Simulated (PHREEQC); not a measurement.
A PHREEQC input (ion-association model, wateq4f.dat):

```
SOLUTION 1
  temp 2
  units mg/kgw
  pH 12.5
  pe 11.5
  Na 8.24
  K 0.293
  Ca 9.35
  Mg 0.669
  Cl 5.51
  S(6) 29.5 as SO4
  Alkalinity 6.71 as HCO3
  Si 0.0131 as SiO2
END
USE solution 1
EQUILIBRIUM_PHASES 1
  CO2(g) -2 10
END
```

It stops with these messages:

```
WARNING: Maximum iterations exceeded, 100
WARNING: Maximum iterations exceeded, 100
WARNING: The program has failed to converge to a numerical solution.
ERROR:           Alkalinity has not converged. Total: 1.099656e-04	Calculated: 3.965284e-03	Residual: -3.855318e-03
ERROR: Is non-carbonate alkalinity greater than total alkalinity?
ERROR:                   Ca has not converged. Total: 2.332834e-04	Calculated: 1.838752e-04	Residual: 4.940827e-05
ERROR:                   Cl has not converged. Total: 1.554170e-04	Calculated: 1.603134e-04	Residual: -4.896355e-06
ERROR:                    K has not converged. Total: 7.493223e-06	Calculated: 7.733793e-06	Residual: -2.405705e-07
ERROR:                   Mg has not converged. Total: 2.751728e-05	Calculated: 2.093810e-05	Residual: 6.579178e-06
ERROR:                   Na has not converged. Total: 3.584198e-04	Calculated: 3.706488e-04	Residual: -1.222895e-05
ERROR:                 S(6) has not converged. Total: 3.070869e-04	Calculated: 2.088957e-04	Residual: 9.819120e-05
ERROR:                   Si has not converged. Total: 2.180270e-07	Calculated: 1.946407e-07	Residual: 2.338635e-08
ERROR:                   Mu Ionic strength has not converged. 	Residual: 4.821391e-05
ERROR:               A(H2O) Activity of water has not converged. 	Residual: 3.845784e-01
ERROR: Model failed to converge for initial solution  1.
```

Question: Why does the run stop?

Answer: The fault: pH typed as 12.5 with the alkalinity kept. The line should read `pH 5.91` where the input has `pH 12.5`. With the mend the run ends at pH 5.73 and ionic strength 0.00142 mol/kgw.
